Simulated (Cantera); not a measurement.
Charge: 1 mol SiH2Cl2, 0.36 mol Cl2, 51 mol H2, held at 1200 K and 100 Torr.

Cantera equilibrium calculation (NASA polynomials, part measured and part estimated; ideal gas, pure solids and liquids). Candidate condensed phases: Si; 19 gas species. The tables' values for SiCl3 are old estimates; treat these amounts as uncertain. The numbers say what is thermodynamically allowed, not how fast it happens.

Base state: H2 0.963, HCl 0.0304, SiCl2 0.00227, SiCl4 0.00207, SiHCl3 0.00178, SiCl3 0.000732, SiH2Cl2 0.000201 (mole fractions); condensed: Si(s).

Task: What changes in the equilibrium state with this change: 1.1 mol HF added?

Result: 
```csv
species,before,after
H2,0.963,0.957
HCl,0.0304,0.0301
SiF4,0,0.00402
SiHF3,0,0.00109
SiF3,0,0.000198
SiH2F2,0,0.000146
"Si(s), mol",0.625,0.332
```
The tables' values for SiCl3, SiF3, SiF2 are old estimates; treat these amounts as uncertain.
